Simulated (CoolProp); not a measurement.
R125 at several states: density (kg/m³) from the reference equation and from simpler models built on Tc = 339.2 K, pc = 3.618 MPa, ω = 0.305; each cubic takes its own stable root.

The numbers come from the reference Helmholtz-energy equation of state, Lemmon 2005 in CoolProp.

| T (K) | p (MPa) | phase | reference | Redlich-Kwong | Soave-Redlich-Kwong | Peng-Robinson |
|---|---|---|---|---|---|---|
| 203.6 | 0.0974 | liquid | 1589 | 1397 | 1450 | 1636 |
| 430.8 | 5.66 | supercritical | 245.2 | 259.0 | 237.1 | 247.3 |
| 222.7 | 0.334 | liquid | 1523 | 1332 | 1391 | 1572 |
